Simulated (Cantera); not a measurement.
# Dilute partial oxidation

An isothermal, constant-pressure homogeneous reactor starts with CH2O : O2 : N2 = 0.024 : 0.041 : 1 (molar parts), equivalence ratio 0.59, at 1098 K and 2.60 bar.

Cantera simulation using GRI-Mech 3.0 (53 species, 325 reactions); the numbers are that mechanism's predictions, not measurements. The temperature is held fixed by assumption; the heat of reaction is taken as removed at once.

```csv
t (s),x CH2O,x O2,x O,x CO,x C2H2,x C2H
2.00e-6,0.0225,0.0385,1.53e-11,6.13e-8,<1e-12,<1e-12
1.20e-5,0.0225,0.0385,2.07e-11,4.53e-7,<1e-12,<1e-12
7.19e-5,0.0225,0.0385,5.87e-11,5.45e-6,<1e-12,<1e-12
0.000431,0.0223,0.0383,8.39e-10,0.000264,<1e-12,<1e-12
0.00258,0.000492,0.0273,1.53e-6,0.0206,<1e-12,<1e-12
0.0155,3.55e-11,0.0226,5.30e-6,0.0133,<1e-12,<1e-12
0.0928,4.11e-12,0.0181,1.74e-6,0.00433,<1e-12,<1e-12
0.557,<1e-12,0.0161,6.06e-8,0.000265,<1e-12,<1e-12
3.34,<1e-12,0.0160,7.55e-10,5.71e-6,<1e-12,<1e-12
20.0,<1e-12,0.0160,3.05e-10,1.56e-10,<1e-12,<1e-12
```
x: mole fraction; the columns are a selection and need not sum to one.

Equilibrium at this temperature and pressure: CH2O <1e-12, O2 0.0159, O 1.87e-10, CO 1.41e-10, C2H2 <1e-12, C2H <1e-12 (gas phase only).
